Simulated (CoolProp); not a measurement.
Decamethylcyclopentasiloxane (D5) along the isotherm 491.8 K: density (kg/m³) from the reference equation and from simpler models built on Tc = 618.3 K, pc = 10.78 bar, ω = 0.631; each cubic takes its own stable root.

The numbers come from the reference Helmholtz-energy equation of state, Thol 2019 in CoolProp.

| p (bar) | phase | reference |
|---|---|---|
| 0.0852 | gas | 0.7778 |
| 0.129 | gas | 1.182 |
| 0.194 | gas | 1.787 |
| 0.293 | gas | 2.721 |
| 0.441 | gas | 4.147 |
| 0.666 | gas | 6.389 |
| 1 | gas | 9.907 |
| 1.52 | liquid | 733.0 |
| 2.29 | liquid | 733.5 |
| 3.45 | liquid | 734.4 |
| 5.2 | liquid | 735.6 |
| 7.85 | liquid | 737.4 |
| 11.8 | liquid | 740.1 |
| 17.9 | liquid | 744.0 |
| 26.9 | liquid | 749.3 |

How far does each simpler model (Redlich-Kwong, Peng-Robinson) lie from the reference over these 15 states: mean and median of the absolute difference, and the worst?


- Redlich-Kwong: mean 21.4 %, median 17.3 %, worst -97.9 % at 491.8 K and 1.52 bar
- Peng-Robinson: mean 0.6 %, median 0.3 %, worst -1.7 % at 491.8 K and 1.52 bar

At some of these states Redlich-Kwong gives the other phase, because its saturation line lies elsewhere.
